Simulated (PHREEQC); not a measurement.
0.16 g of hydrous ferric oxide (600 m²/g; 0.2 weak and 0.005 strong sites per Fe, Dzombak-Morel constants, diffuse double layer) in 1 kg of water with 0.005 mol/kgw of an inert sodium salt and 6.1e-07 mol/kgw MgCl2 and 7.3e-07 mol/kgw H3BO3, at 25 °C; the pH is set by adding NaOH or the inert anion's acid. Oxygen alone is held at its pressure in air (log pO2 = -0.68). No CO2 enters from the air. No solid was allowed to form.

Base run: PHREEQC, ion-association model, wateq4f.dat. Each further column changes one thing. The table gives Mg sorbed (%).

```
pH      base  no electrostatic term (-no_edl)  background salt from 0.005 to 0.0005 mol/kgw  oxide from 0.16 to 0.8 g/kgw  0.00054 mol/kgw NiCl2 added
-----  -----  -------------------------------  --------------------------------------------  ----------------------------  ---------------------------
4        0.0                              0.0                                           0.0                           0.0                          0.0
4.67     0.0                              0.0                                           0.0                           0.0                          0.0
5.33     0.0                              0.0                                           0.0                           0.0                          0.0
6.67     0.1                              0.6                                           0.1                           0.5                          0.1
7.33     2.0                              6.9                                           2.2                           9.1                          0.2
8       28.8                             33.9                                          32.7                          67.0                          0.4
8.67    89.1                             66.4                                          91.2                          97.6                          0.4
9.33    99.3                             80.2                                          99.5                          99.9                          0.7
10.67  100.0                             83.0                                         100.0                         100.0                         45.6
11.33  100.0                             77.2                                         100.0                         100.0                         96.1
12     100.0                             57.3                                         100.0                         100.0                         99.9
```

 In at least one series the solution becomes supersaturated in solids that the run did not let form, among them Ni(OH)2.
